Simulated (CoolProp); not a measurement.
A closed Brayton cycle with dry air: compressor inlet 332.15 K and 6.1 MPa, high pressure 14 MPa, turbine inlet 675 K, compressor efficiency 0.8, turbine efficiency 0.9, recuperator effectiveness 0.95 (on enthalpy, no pinch check). Each further row changes one setting.

Model: reference Helmholtz-energy equation of state, Lemmon 2000, in CoolProp. It is a pseudo-pure fit of the blend.

```json
[
 {"case": "as stated", "thermal efficiency (%)": "13.7", "net work (kJ/kg)": "19.8", "compressor to turbine work": "0.85", "compressor exit (K)": "443.8", "turbine exit (K)": "551.1"},
 {"case": "turbine inlet 625 K", "thermal efficiency (%)": "7.3", "net work (kJ/kg)": "9.64", "compressor to turbine work": "0.92", "compressor exit (K)": "443.8", "turbine exit (K)": "509.0"},
 {"case": "compressor inlet 342.15 K", "thermal efficiency (%)": "11.2", "net work (kJ/kg)": "16.1", "compressor to turbine work": "0.88", "compressor exit (K)": "457.1", "turbine exit (K)": "551.1"},
 {"case": "high pressure 11.9 MPa", "thermal efficiency (%)": "16.8", "net work (kJ/kg)": "20.6", "compressor to turbine work": "0.81", "compressor exit (K)": "419.9", "turbine exit (K)": "573.4"},
 {"case": "recuperator effectiveness 0.5", "thermal efficiency (%)": "10.1", "net work (kJ/kg)": "19.8", "compressor to turbine work": "0.85", "compressor exit (K)": "443.8", "turbine exit (K)": "551.1"}
]
```
